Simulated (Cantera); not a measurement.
Input: 1 mol Si2H6, 0.031 mol HCl, 230 mol N2, 0.013 mol Cl2, at 898.15 K and 0.100 bar.

Equilibrium computed with Cantera from the NASA thermochemical tables; the gas is ideal and each condensed phase is pure. Candidate condensed phases: NH4Cl, Si, Si3N4; 28 gas species. The feed counts by its element totals alone. N2 is the only nitrogen source here; it is nearly inert below about 1500 K, so the nitride shown seldom forms there in practice. Kinetics and transport are ignored.

Base state: N2 0.987, H2 0.0129, HCl 0.000246 (mole fractions); condensed: Si3N4(s).

Q: What changes in the equilibrium state with this change: Si2H6 replaced by SiH2Cl2?

A: 
| species | before | after |
|---|---|---|
| N2 | 0.987 | 0.992 |
| HCl | 0.000246 | 0.00684 |
| H2 | 0.0129 | 0.000972 |
| SiCl4 | <1e-9 | 0.000514 |
| Si3N4(s), mol | 0.667 | 0.294 |
